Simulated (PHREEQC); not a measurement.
Dissolve 0.68 mmol/kgw CdSO4, 0.3 mmol/kgw NaOH and 0.0016 mmol/kgw MnSO4 at 25 °C. Closed to the air; pH follows from the charge balance.

The numbers come from PHREEQC with the ion-association model, phreeqc.dat.

Q: The ionic strength comes out as 0.00238 mol/kgw. What activity coefficients do Na+, Mn+2, OH-, CdOH+, SO4-2 get?

A: Na+ 0.95, Mn+2 0.81, OH- 0.95, CdOH+ 0.95, SO4-2 0.81.

This is a speciation only: nothing precipitates in the calculation. Saturation is exceeded, for instance for Cd(OH)2; the values hold only as long as no solid forms.
